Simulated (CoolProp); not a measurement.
A simple Rankine cycle with R1224YDZ: condensing at 295.15 K, boiler at 2.5 MPa, turbine inlet 414.4 K, turbine efficiency 0.7, pump efficiency 0.6, no recuperator. Each further row changes one setting.

Computed with CoolProp (reference Helmholtz-energy equation of state, Akasaka 2023).

```json
[
 {"case": "as stated", "thermal efficiency (%)": "___", "net work (kJ/kg)": "___", "heat in (kJ/kg)": "229", "turbine exit temperature (K)": "333.7", "volume ratio over the turbine": "26.1"},
 {"case": "turbine inlet 434.4 K", "thermal efficiency (%)": "13.8", "net work (kJ/kg)": "35.8", "heat in (kJ/kg)": "259", "turbine exit temperature (K)": "___", "volume ratio over the turbine": "22.4"},
 {"case": "condensing temperature 287.15 K", "thermal efficiency (%)": "14.6", "net work (kJ/kg)": "34.7", "heat in (kJ/kg)": "238", "turbine exit temperature (K)": "328.7", "volume ratio over the turbine": "35.0"},
 {"case": "boiler pressure 1.75 MPa", "thermal efficiency (%)": "12.8", "net work (kJ/kg)": "31.7", "heat in (kJ/kg)": "248", "turbine exit temperature (K)": "___", "volume ratio over the turbine": "___"},
 {"case": "turbine efficiency 0.6", "thermal efficiency (%)": "11.5", "net work (kJ/kg)": "26.3", "heat in (kJ/kg)": "229", "turbine exit temperature (K)": "___", "volume ratio over the turbine": "26.6"}
]
```

Task: What belongs in the gaps?

Result: 
- as stated, thermal efficiency (%): 13.6
- as stated, net work (kJ/kg): 31.2
- turbine inlet 434.4 K, turbine exit temperature (K): 362.9
- boiler pressure 1.75 MPa, turbine exit temperature (K): 355.4
- boiler pressure 1.75 MPa, volume ratio over the turbine: 14.7
- turbine efficiency 0.6, turbine exit temperature (K): 339.4
